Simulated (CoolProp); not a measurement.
Cyclopropane along the isobar 257 bar: Z from the reference equation and from simpler models built on Tc = 398.7 K, pc = 56.05 bar, ω = 0.131; each cubic takes its own stable root.

Values from CoolProp's reference Helmholtz-energy equation of state, Polt 1992. This equation is an older, rougher fit; its heat capacities, sound speeds and derivatives of the liquid may be far off and weren't checked against measurements.

```csv
T (K),phase,reference,van der Waals,Redlich-Kwong,Soave-Redlich-Kwong,Peng-Robinson
354,liquid,0.6197,0.8892,0.6673,0.6622,0.5912
368.9,liquid,0.6149,0.8706,0.6623,0.6584,0.5887
383.8,liquid,0.6126,0.8545,0.6598,0.6576,0.5891
398.6,liquid,0.6127,0.8408,0.6596,0.6596,0.5923
413.5,supercritical,0.6153,0.8292,0.6617,0.6645,0.5985
428.4,supercritical,0.6206,0.8196,0.6661,0.6725,0.6076
443.3,supercritical,0.6286,0.8118,0.6728,0.6833,0.6198
458.1,supercritical,0.6393,0.8060,0.6814,0.6969,0.6346
473,supercritical,0.6528,0.8018,0.6922,0.7132,0.6522
```
